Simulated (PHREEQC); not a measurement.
1.6 g of hydrous ferric oxide (600 m²/g; 0.2 weak and 0.005 strong sites per Fe, Dzombak-Morel constants, diffuse double layer) in 1 kg of water with 0.001 mol/kgw of an inert sodium salt, at 25 °C; the pH is set by adding NaOH or the inert anion's acid. Oxygen alone is held at its pressure in air (log pO2 = -0.68). CO2 from the air is kept out. Nothing may precipitate in this run.

The numbers come from PHREEQC with the ion-association model, wateq4f.dat.

| pH | surface charge σ (C/m²) | surface potential ψ (mV) |
|---|---|---|
| 4 | 0.135 | 206 |
| 4.5 | 0.088 | 188 |
| 5 | 0.055 | 168 |
| 5.5 | ? | 145 |
| 6 | 0.020 | 119 |
| 6.5 | ? | 92 |
| 7 | 0.006 | 64 |
| 7.5 | 0.003 | 35 |
| 8 | 0.000 | 6 |
| 8.5 | ? | ? |
| 9 | -0.004 | -51 |
| 9.5 | -0.009 | -80 |
| 10 | -0.016 | -107 |
| 10.5 | ? | -133 |
| 11 | -0.057 | -154 |
| 11.5 | -0.111 | -169 |
| 12 | -0.204 | -175 |

Task: What belongs in the gaps?

Result: 
- 5.5, surface charge σ (C/m²): 0.033
- 6.5, surface charge σ (C/m²): 0.011
- 8.5, surface charge σ (C/m²): -0.002
- 8.5, surface potential ψ (mV): -23
- 10.5, surface charge σ (C/m²): -0.030
